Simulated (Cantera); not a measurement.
What does this Cantera script print?

```python
import numpy as np
import cantera as ct

gas = ct.Solution("gri30.yaml")
gas.TPX = 1050, 101325, {'CH4': 0.004, 'O2': 0.036, 'N2': 1}
reactor = ct.IdealGasConstPressureReactor(gas, energy="off", clone=False)
net = ct.ReactorNet([reactor])
net.rtol, net.atol = 1e-08, 1e-18
show = ['CH4', 'O2', 'NO2', 'CO2', 'N2O', 'CH2CO', 'CO']
times = np.geomspace(0.0002, 90, 14)

steps = ct.SolutionArray(gas, extra=["t"])
rows = []
print(f"{'t/s':>10s}{'T/K':>9s}{'P/Pa':>11s}" + "".join(f"{s:>11s}" for s in show))
for t in times:
    while net.time < t:
        t_next = net.step()
        steps.append(gas.state, t=t_next)
    rows.append([np.interp(t, steps.t, y) for y in (steps.T, steps.P, *steps(*show).X.T)])
    print(f"{t:10.3e}{rows[-1][0]:9.1f}{rows[-1][1]:11.4g}" + "".join(f"{x:11.3e}" for x in rows[-1][2:]))
rate = np.gradient(steps.T, steps.t)
print("integrator steps:", len(steps.t))
if steps.T.max() > steps.T[0] + 200:
    print(f"time of steepest temperature rise: {steps.t[rate.argmax()]:.4e} s")
gas.TPX = 1050, 101325, {'CH4': 0.004, 'O2': 0.036, 'N2': 1}
gas.equilibrate("TP")
print(f"equilibrium (TP): T = {gas.T:.1f} K  " + "  ".join(f"{s} {gas[s].X[0]:.3e}" for s in show))
```

It prints:

```
       t/s      T/K       P/Pa        CH4         O2        NO2        CO2        N2O      CH2CO         CO
 2.000e-04   1050.0  1.013e+05  3.846e-03  3.462e-02  1.768e-31  2.932e-20  9.031e-18  9.960e-30  3.847e-18
 5.444e-04   1050.0  1.013e+05  3.846e-03  3.462e-02  6.820e-30  5.281e-19  4.289e-17  1.566e-27  7.747e-17
 1.482e-03   1050.0  1.013e+05  3.846e-03  3.462e-02  2.875e-28  1.046e-17  2.508e-16  2.509e-25  1.588e-15
 4.033e-03   1050.0  1.013e+05  3.846e-03  3.462e-02  1.368e-26  2.234e-16  1.667e-15  4.042e-23  3.268e-14
 1.098e-02   1050.0  1.013e+05  3.846e-03  3.462e-02  7.350e-25  5.502e-15  1.181e-14  7.731e-21  7.085e-13
 2.988e-02   1050.0  1.013e+05  3.846e-03  3.462e-02  4.535e-23  1.866e-13  8.602e-14  2.356e-18  1.787e-11
 8.132e-02   1050.0  1.013e+05  3.846e-03  3.462e-02  3.436e-21  1.252e-11  6.444e-13  1.974e-15  6.943e-10
 2.213e-01   1050.0  1.013e+05  3.844e-03  3.461e-02  2.247e-19  4.896e-10  4.397e-12  1.022e-12  3.526e-08
 6.025e-01   1050.0  1.013e+05  3.832e-03  3.460e-02  1.421e-17  5.958e-09  2.980e-11  1.002e-10  8.860e-07
 1.640e+00   1050.0  1.013e+05  2.238e-08  2.751e-02  1.046e-10  2.636e-03  1.135e-07  2.736e-12  1.208e-03
 4.463e+00   1050.0  1.013e+05  1.448e-18  2.692e-02  4.834e-10  3.843e-03  2.462e-07  7.790e-21  2.735e-06
 1.215e+01   1050.0  1.013e+05 -5.838e-20  2.692e-02  7.124e-11  3.846e-03  2.275e-07  2.726e-22  5.126e-08
 3.307e+01   1050.0  1.013e+05  1.031e-24  2.692e-02  2.571e-11  3.846e-03  1.791e-07  4.935e-23  3.180e-10
 9.000e+01   1050.0  1.013e+05  2.937e-25  2.692e-02  2.700e-11  3.846e-03  9.358e-08  3.151e-23  1.021e-11
integrator steps: 2569
equilibrium (TP): T = 1050.0 K  CH4 4.745e-44  O2 2.691e-02  NO2 2.913e-07  CO2 3.846e-03  N2O 1.830e-09  CH2CO 2.243e-51  CO 7.200e-12
```

Model: GRI-Mech 3.0 (53 species, 325 reactions), integrated in Cantera.
